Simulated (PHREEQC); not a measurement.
Brine: an equilibrium model

Consider water at 70 °C with 0.59 mol/kgw MgCl2 and 0.3 mol/kgw MgSO4. Closed to the air; pH follows from the charge balance.

Equilibrium calculation in PHREEQC: Pitzer model, pitzer.dat.

Each row changes one thing in this solution. This is a speciation only: nothing precipitates in the calculation.

```csv
case,MgOH+ (mol/kgw),SI of Bischofite (MgCl2:6H2O),SI of MgCl2_4H2O (MgCl2:4H2O)
as made,6.78e-6,-5.27,-7.27
MgSO4 left out,2.62e-6,-5.33,-7.34
MgSO4 from 0.3 to 0.33 mol/kgw,7.11e-6,-5.26,-7.26
temperature from 70 to 30 °C,1.22e-6,-5.55,-7.86
MgCl2 replaced by NaCl at the same molality,4.92e-6,-6.47,-8.48
MgCl2 from 0.59 to 0.885 mol/kgw,7.40e-6,-4.69,-6.67
MgSO4 from 0.3 to 0.6 mol/kgw,9.71e-6,-5.18,-7.17
diluted 2-fold with water,4.42e-6,-6.15,-8.17
```

At this temperature some constants are extrapolated from 25 °C, and those without enthalpy data are left unchanged.
